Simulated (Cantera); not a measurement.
Cantera run:

```python
import numpy as np
import cantera as ct

gas_names = """
    H HO2 H2 H2O H2O2 O OH O2 O3 Pb PbO Pb2
""".split()
cond_names = """
    H2O(s) H2O(L) Pb(cr) Pb(L) PbO(rd) PbO(yw) PbO(L) PbO2(s) Pb3O4(s)
""".split()


# ... load() reads the species with a 1 bar reference pressure and builds the phases ...
atoms = {
    'PbO': {'Pb': 1, 'O': 1},
    'H2': {'H': 2},
}
top_T = {'Pb3O4(s)': 820}  # K; cautious upper limits of use, not melting points


# ... equilibrate(T, P, feed) seeds the gas with the atoms and calls Mixture.equilibrate('TP', solver="vcs", rtol=1e-11, max_steps=5000) ...
results = []
T = 1648.15  # K
P = 1000  # Pa
for m in [18, 36, 53, 71, 89, 110, 120]:
    feed = {'PbO': 1, 'H2': m}  # mol
    mix = equilibrate(T, P, feed)
    results.append((T, P, feed, dict(zip(mix.species_names, mix.species_moles))))
    x = sorted(zip(gas.X, gas.species_names), reverse=True)
    print(f"T = {T:g} K  P = {P:g} Pa  n(H2) = {m:g} mol  gas = {mix.phase_moles(0):.4g} mol")
    print("   x: " + "  ".join(f"{s} {v:.3e}" for v, s in x if v > 1e-05))
    print("   condensed (mol): " + ("  ".join(f"{mix.phase(i).name} {mix.phase_moles(i):.4g}"
          for i in range(1, mix.n_phases) if mix.phase_moles(i) > 1e-12) or "none"))
```

Output:

```
T = 1648.15 K  P = 1000 Pa  n(H2) = 18 mol  gas = 19.01 mol
   x: H2 8.939e-01  Pb 5.261e-02  H2O 5.260e-02  H 8.432e-04
   condensed (mol): none
T = 1648.15 K  P = 1000 Pa  n(H2) = 36 mol  gas = 37.02 mol
   x: H2 9.451e-01  Pb 2.701e-02  H2O 2.701e-02  H 8.670e-04
   condensed (mol): none
T = 1648.15 K  P = 1000 Pa  n(H2) = 53 mol  gas = 54.02 mol
   x: H2 9.621e-01  Pb 1.851e-02  H2O 1.851e-02  H 8.748e-04
   condensed (mol): none
T = 1648.15 K  P = 1000 Pa  n(H2) = 71 mol  gas = 72.03 mol
   x: H2 9.714e-01  Pb 1.388e-02  H2O 1.388e-02  H 8.790e-04
   condensed (mol): none
T = 1648.15 K  P = 1000 Pa  n(H2) = 89 mol  gas = 90.04 mol
   x: H2 9.769e-01  Pb 1.111e-02  H2O 1.111e-02  H 8.815e-04
   condensed (mol): none
T = 1648.15 K  P = 1000 Pa  n(H2) = 110 mol  gas = 111 mol
   x: H2 9.811e-01  Pb 9.005e-03  H2O 9.005e-03  H 8.834e-04
   condensed (mol): none
T = 1648.15 K  P = 1000 Pa  n(H2) = 120 mol  gas = 121.1 mol
   x: H2 9.826e-01  Pb 8.261e-03  H2O 8.260e-03  H 8.840e-04
   condensed (mol): none
```

Cantera equilibrium calculation (NASA polynomials, part measured and part estimated; ideal gas, pure solids and liquids).
